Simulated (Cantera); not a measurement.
**Equilibrium for silicon carbide growth: SiCl₄ + C₂H₂ + H₂**

Input: 1 mol SiCl₄, 0.0063 mol C₂H₂, 51 mol H₂, equilibrated at 875 °C.

These are equilibrium values from Cantera (NASA tables, ideal gas, pure condensed phases), not measurements of a reactor. Candidate condensed phases: C, C₆H₆, C₇H₈, C₈H₁₈, Si, SiC; 109 gas species. Mutual solubility and eutectic melting of coexisting phases are not modelled. The tables' values for SiCl₃ are old estimates; treat these amounts as uncertain. Rates play no part.

```tsv
P (Pa)	x H₂	x HCl	x SiHCl₃	x SiCl₄	x SiCl₂	x SiCl₃	n Si(s)	n SiC(s)
100	0.935	0.0557	0.000221	0.000655	0.00728	0.000658	0.520	0.0126
270	0.938	0.0527	0.000504	0.00141	0.00650	0.000911	0.493	0.0126
720	0.942	0.0481	0.00102	0.00259	0.00539	0.00112	0.450	0.0126
1900	0.946	0.0423	0.00181	0.00402	0.00414	0.00123	0.392	0.0126
5200	0.952	0.0356	0.00294	0.00548	0.00292	0.00120	0.318	0.0125
14000	0.957	0.0292	0.00434	0.00658	0.00195	0.00108	0.238	0.0124
37000	0.961	0.0234	0.00593	0.00721	0.00126	0.000906	0.155	0.0121
100000	0.964	0.0184	0.00772	0.00734	0.000771	0.000716	0.0706	0.0112
```
x: gas mole fraction; n: condensed amount in mol.

From 1.00 mbar to 1.00 bar the condensed part is Si(s) + SiC(s). The main Si-bearing gas is SiCl₂ at 1.00 mbar and SiHCl₃ at 1.00 bar. The share of Si in condensed phases is highest at 1.00 mbar (53.3 %) and lowest at 1.00 bar (8.2 %).
